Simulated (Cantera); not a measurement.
An isothermal plug-flow reactor at 975 K and 150000 Pa (inlet), inlet velocity 0.11 m/s, active area per volume 430 1/m; feed CH4 : O2 : N2 : H2O = 0.0027 : 0.057 : 0.79 : 0.02 (molar parts), equivalence ratio 0.095.

Detailed kinetics in Cantera: Deutschmann's 1995 Pt surface mechanism with GRI-Mech 3.0 gas chemistry. Catalytic surfaces can have several steady states; this one follows from the mechanism file's or the stated starting coverage. Mass transfer to the wall is taken as infinitely fast.

Problem. Predict: x(CH4) at z = 0.0041 m; x(O2) at z = 0.0041 m; x(H2O) at z = 0.0041 m; x(CO2) at z = 0.0041 m; x(CO) at z = 0.0041 m; θ(free Pt) at the exit; θ(O*) at the exit; θ(OH*) at the exit.

Solution. 
- x(CH4) at z = 0.0041 m: 0.00136
- x(O2) at z = 0.0041 m: 0.0621
- x(H2O) at z = 0.0041 m: 0.0264
- x(CO2) at z = 0.0041 m: 0.00171
- x(CO) at z = 0.0041 m: 6.18e-7
- θ(free Pt) at the exit: 0.174
- θ(O*) at the exit: 0.822
- θ(OH*) at the exit: 0.00371
